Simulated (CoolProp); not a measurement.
Vapour-liquid equilibrium of R125 (1) + ethanol (2) at 105 kPa; x and y are mole fractions of (1).

Model: multi-fluid Helmholtz-energy mixture model, Lemmon 2005 and Schroeder 2014; pair parameters Bell 2016, in CoolProp.

```json
[
 {"x": "0.05", "bubble temperature, mixture model (K)": "276.2", "bubble temperature, Raoult's law (K)": "309.2", "y, mixture model": "0.981", "y, Raoult's law": "0.869"},
 {"x": "0.15", "bubble temperature, mixture model (K)": "248.2", "bubble temperature, Raoult's law (K)": "274.1", "y, mixture model": "0.998", "y, Raoult's law": "0.986"},
 {"x": "0.25", "bubble temperature, mixture model (K)": "239.7", "bubble temperature, Raoult's law (K)": "259.1", "y, mixture model": "0.999", "y, Raoult's law": "0.996"},
 {"x": "0.35", "bubble temperature, mixture model (K)": "235.6", "bubble temperature, Raoult's law (K)": "250.0", "y, mixture model": "0.999", "y, Raoult's law": "0.998"},
 {"x": "0.45", "bubble temperature, mixture model (K)": "233.2", "bubble temperature, Raoult's law (K)": "243.7", "y, mixture model": "1.000", "y, Raoult's law": "0.999"},
 {"x": "0.55", "bubble temperature, mixture model (K)": "231.6", "bubble temperature, Raoult's law (K)": "238.9", "y, mixture model": "1.000", "y, Raoult's law": "1.000"},
 {"x": "0.65", "bubble temperature, mixture model (K)": "230.5", "bubble temperature, Raoult's law (K)": "235.1", "y, mixture model": "1.000", "y, Raoult's law": "1.000"},
 {"x": "0.75", "bubble temperature, mixture model (K)": "229.5", "bubble temperature, Raoult's law (K)": "231.9", "y, mixture model": "1.000", "y, Raoult's law": "1.000"},
 {"x": "0.85", "bubble temperature, mixture model (K)": "228.3", "bubble temperature, Raoult's law (K)": "229.2", "y, mixture model": "1.000", "y, Raoult's law": "1.000"},
 {"x": "0.95", "bubble temperature, mixture model (K)": "226.8", "bubble temperature, Raoult's law (K)": "226.8", "y, mixture model": "1.000", "y, Raoult's law": "1.000"}
]
```

The largest gap from Raoult's law is -33.0 K in bubble temperature, at x = 0.05. No azeotrope shows between x = 0.05 and 0.95.

The pair parameters rest on a limited set of measurements; away from them the model extrapolates. With so large a gap from Raoult's law the liquid may split in two, which this calculation doesn't test in full.
